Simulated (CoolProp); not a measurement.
Vapour-liquid equilibrium of nitrogen (1) + carbon monoxide (2) at 0.468 MPa; x and y are mole fractions of (1).

The numbers come from the multi-fluid Helmholtz-energy mixture model, Span 2000 and Lemmon 2006; pair parameters Gernert 2013 in CoolProp.

| x | bubble temperature (K) | y at the bubble point | dew temperature at overall composition x (K) | liquid density (mol/L) |
|---|---|---|---|---|
| 0.05 | 97.7 | 0.070 | 97.8 | 25.59 |
| 0.15 | ___ | 0.202 | 97.3 | ___ |
| 0.25 | 96.4 | ___ | 96.8 | 25.68 |
| 0.35 | 95.9 | 0.434 | ___ | 25.73 |
| 0.45 | 95.4 | 0.536 | 95.8 | 25.77 |
| 0.55 | 94.9 | ___ | 95.3 | 25.81 |
| 0.65 | 94.4 | 0.718 | 94.8 | 25.85 |
| 0.75 | 94.0 | ___ | 94.3 | 25.89 |
| 0.85 | 93.7 | 0.882 | 93.8 | 25.93 |
| 0.95 | 93.3 | 0.961 | 93.4 | 25.97 |

Problem. Fill in the missing entries.

Solution. 
- 0.15, bubble temperature (K): 97.0
- 0.15, liquid density (mol/L): 25.64
- 0.25, y at the bubble point: 0.323
- 0.35, dew temperature at overall composition x (K): 96.3
- 0.55, y at the bubble point: 0.630
- 0.75, y at the bubble point: 0.801

No azeotrope shows between x = 0.05 and 0.95.

The pair parameters rest on a limited set of measurements; away from them the model extrapolates.
